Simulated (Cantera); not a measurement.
Charge: 1 mol Fe2O3, 1.4 mol H2, 0.27 mol H2O, equilibrated at 2125 K and 8.30 mbar.

Method: chemical equilibrium by Gibbs-energy minimisation in Cantera with the NASA 1993 tables (ideal gas, pure condensed phases). Candidate condensed phases: Fe, FeO, Fe(OH)2, Fe(OH)3, Fe2O3, Fe3O4, H2O; 12 gas species. The tables' stoichiometric FeO is somewhat more stable than real wüstite, so its field is too wide. FeO: taken at fixed stoichiometry. The numbers say what is thermodynamically allowed, not how fast it happens.

Base state: H2O 0.743, H2 0.206, Fe 0.0217, H 0.0181, OH 0.00809, FeO 0.00207, O2 0.000773, O 0.000504 (mole fractions); condensed: FeO(l).

Question: What changes in the equilibrium state with this change: pressure from 8.30 mbar to 10.0 bar?

Answer: 
| species | before | after |
|---|---|---|
| H2O | 0.743 | 0.759 |
| H2 | 0.206 | 0.239 |
| H | 0.0181 | 0.000562 |
| Fe | 0.0217 | 2.04e-5 |
| Fe(OH)2 | 0.000496 | 0.000507 |
| O2 | 0.000773 | 4.97e-7 |
| O | 0.000504 | 3.68e-7 |
| FeO | 0.00207 | 1.71e-6 |
| OH | 0.00809 | 0.000221 |
| FeO(l), mol | 1.96 | 2.00 |
